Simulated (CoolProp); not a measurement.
Saturation properties of R1224YDZ (Tc = 428.7 K, pc = 3.334 MPa, ω = 0.325).

Values from CoolProp's reference Helmholtz-energy equation of state, Akasaka 2023.

```
T (K)  p (MPa)  vapour density (kg/m³)  enthalpy of vaporisation (kJ/kg)
-----  -------  ----------------------  --------------------------------
240.1  0.01010                  0.7603                             191.3
248.9  0.01674                       …                             187.4
257.7        …                   1.885                             183.4
266.5        …                   2.810                             179.5
275.3  0.06041                   4.063                             175.4
284.1  0.08695                   5.721                             171.3
292.9   0.1219                   7.869                             167.1
301.7   0.1670                       …                             162.7
310.5   0.2240                   14.03                             158.2
319.3   0.2948                   18.28                             153.5
```

Task: Complete the blanks.

Result: 
- 248.9, vapour density (kg/m³): 1.221
- 257.7, p (MPa): 0.02661
- 266.5, p (MPa): 0.04076
- 301.7, vapour density (kg/m³): 10.60

It boils at 288.0 K under 1 atm.
